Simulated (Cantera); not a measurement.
Input (Python, Cantera):

```python
import numpy as np
import cantera as ct

gas = ct.Solution("gri30.yaml")


def delay(T, t_max=10):
    gas.TPX = T, 250000, {'CH4': 1, 'O2': 3.23, 'N2': 11.6, 'CO2': 4}
    reactor = ct.IdealGasReactor(gas, clone=False)
    net = ct.ReactorNet([reactor])
    net.rtol, net.atol = 1e-8, 1e-16
    while net.time < t_max:
        t_old, T_old = net.time, reactor.T
        net.step()
        if reactor.T > T + 400:  # ignition: a rise of 400 K
            return t_old + (T + 400 - T_old) / (reactor.T - T_old) * (net.time - t_old)
    return np.nan


taus = []
for T in [1125, 1225, 1325, 1425, 1525, 1625, 1725, 1825, 1925]:
    taus.append(delay(T))
    print(f"T0 = {T:6g} K   tau = {taus[-1]:.4e} s")
```

Output:

```
T0 =   1125 K   tau = 5.6097e-02 s
T0 =   1225 K   tau = 1.4361e-02 s
T0 =   1325 K   tau = 4.1632e-03 s
T0 =   1425 K   tau = 1.3493e-03 s
T0 =   1525 K   tau = 4.8933e-04 s
T0 =   1625 K   tau = 2.0075e-04 s
T0 =   1725 K   tau = 9.3257e-05 s
T0 =   1825 K   tau = 4.8361e-05 s
T0 =   1925 K   tau = 2.7453e-05 s
```

Model: GRI-Mech 3.0 (53 species, 325 reactions), integrated in Cantera.
